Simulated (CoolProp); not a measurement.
Vapour-liquid equilibrium of isobutane (1) + n-butane (2) at 0.184 MPa; x and y are mole fractions of (1).

The numbers come from the multi-fluid Helmholtz-energy mixture model, Bücker 2006 and Bücker 2006; pair parameters Kunz 2012 in CoolProp.

| x | bubble temperature, mixture model (K) | bubble temperature, Raoult's law (K) | y, mixture model | y, Raoult's law |
|---|---|---|---|---|
| 0.05 | 288.8 | 288.8 | 0.070 | 0.072 |
| 0.15 | 287.4 | 287.4 | 0.202 | 0.206 |
| 0.25 | 286.1 | 286.1 | 0.324 | 0.330 |
| 0.35 | 284.9 | 284.9 | 0.437 | 0.444 |
| 0.45 | 283.7 | 283.7 | 0.541 | 0.548 |
| 0.55 | 282.5 | 282.5 | 0.638 | 0.645 |
| 0.65 | 281.4 | 281.4 | 0.729 | 0.735 |
| 0.75 | 280.3 | 280.3 | 0.813 | 0.818 |
| 0.85 | 279.2 | 279.2 | 0.892 | 0.895 |
| 0.95 | 278.2 | 278.2 | 0.965 | 0.966 |

The largest gap from Raoult's law is +0.0 K in bubble temperature, at x = 0.65. No azeotrope shows between x = 0.05 and 0.95.

Pair parameters are fitted to limited data, so mixtures are less certain than the pure fluids.
